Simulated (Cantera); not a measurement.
Cantera run, input and output.

```python
import numpy as np
import cantera as ct

gas = ct.Solution("gri30.yaml")
gas.TPX = 1623, 97000, {'C2H6': 0.0028, 'O2': 0.04, 'N2': 1, 'H2O': 0.0082}
reactor = ct.IdealGasConstPressureReactor(gas, energy="off", clone=False)
net = ct.ReactorNet([reactor])
net.rtol, net.atol = 1e-08, 1e-18
show = ['C2H6', 'O2', 'CH3', 'HCO', 'C2H4', 'CO2', 'CH2O']
times = np.geomspace(2e-05, 200, 10)

steps = ct.SolutionArray(gas, extra=["t"])
rows = []
print(f"{'t/s':>10s}{'T/K':>9s}{'P/Pa':>11s}" + "".join(f"{s:>11s}" for s in show))
for t in times:
    while net.time < t:
        t_next = net.step()
        steps.append(gas.state, t=t_next)
    rows.append([np.interp(t, steps.t, y) for y in (steps.T, steps.P, *steps(*show).X.T)])
    print(f"{t:10.3e}{rows[-1][0]:9.1f}{rows[-1][1]:11.4g}" + "".join(f"{x:11.3e}" for x in rows[-1][2:]))
rate = np.gradient(steps.T, steps.t)
print("integrator steps:", len(steps.t))
if steps.T.max() > steps.T[0] + 200:
    print(f"time of steepest temperature rise: {steps.t[rate.argmax()]:.4e} s")
gas.TPX = 1623, 97000, {'C2H6': 0.0028, 'O2': 0.04, 'N2': 1, 'H2O': 0.0082}
gas.equilibrate("TP")
print(f"equilibrium (TP): T = {gas.T:.1f} K  " + "  ".join(f"{s} {gas[s].X[0]:.3e}" for s in show))
```

It prints:

```
       t/s      T/K       P/Pa       C2H6         O2        CH3        HCO       C2H4        CO2       CH2O
 2.000e-05   1623.0    9.7e+04  2.376e-03  3.799e-02  3.383e-04  3.418e-08  8.407e-05  1.915e-06  1.496e-05
 1.199e-04   1623.0    9.7e+04  6.222e-13  2.986e-02  1.147e-07  2.429e-08  1.996e-08  1.167e-03  2.167e-07
 7.188e-04   1623.0    9.7e+04 -6.240e-28  2.846e-02  4.099e-19  2.141e-10  5.334e-26  4.479e-03  2.205e-13
 4.309e-03   1623.0    9.7e+04 -6.466e-31  2.861e-02 -3.091e-19  3.152e-13  8.716e-30  5.271e-03  3.847e-16
 2.583e-02   1623.0    9.7e+04  6.496e-31  2.867e-02 -1.392e-18  3.881e-16  2.981e-31  5.319e-03  2.516e-18
 1.549e-01   1623.0    9.7e+04 -4.746e-36  2.868e-02  6.288e-26  5.496e-17 -1.667e-35  5.320e-03  2.949e-19
 9.283e-01   1623.0    9.7e+04  2.953e-45  2.868e-02  3.503e-29  5.481e-17 -3.188e-43  5.320e-03  2.942e-19
 5.565e+00   1623.0    9.7e+04 -2.301e-47  2.868e-02  3.148e-29  5.481e-17  2.623e-45  5.320e-03  2.942e-19
 3.336e+01   1623.0    9.7e+04 -2.711e-47  2.867e-02  3.114e-29  5.482e-17  2.665e-45  5.320e-03  2.943e-19
 2.000e+02   1623.0    9.7e+04 -1.726e-48  2.864e-02  2.973e-29  5.486e-17  2.197e-45  5.320e-03  2.946e-19
integrator steps: 1945
equilibrium (TP): T = 1623.0 K  C2H6 6.780e-54  O2 2.825e-02  CH3 5.128e-29  HCO 5.544e-17  C2H4 2.318e-45  CO2 5.320e-03  CH2O 2.987e-19
```

Model: GRI-Mech 3.0 (53 species, 325 reactions), integrated in Cantera.
